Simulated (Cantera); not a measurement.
Feed: 1 mol BaF2, 0.35 mol H2O, 1.9 mol H2, at 1.10 Pa.

Cantera equilibrium calculation (NASA polynomials, part measured and part estimated; ideal gas, pure solids and liquids). Candidate condensed phases: Ba, BaF2, BaO, Ba(OH)2, H2O; 27 gas species. Mutual solubility and eutectic melting of coexisting phases are not modelled. The numbers say what is thermodynamically allowed, not how fast it happens. All values below are at 1300 K.

Base state: H2 0.808, H2O 0.140, BaF2 0.0324, HF 0.0191, BaF 0.000726, H 0.000300, Ba(OH)2 2.07e-5 (mole fractions); condensed: BaF2(s) + BaO(s).

Question: What changes in the equilibrium state with this change: pressure from 1.10 Pa to 1000 Pa?

Answer: 
```csv
species,before,after
H2,0.808,0.844
H2O,0.140,0.155
HF,0.0191,0.000667
BaF2,0.0324,3.57e-5
BaF,0.000726,7.75e-7
H,0.000300,1.02e-5
Ba(OH)2,2.07e-5,2.30e-5
"BaF2(s), mol",0.901,0.999
"BaO(s), mol",0.0215,0.000697
```
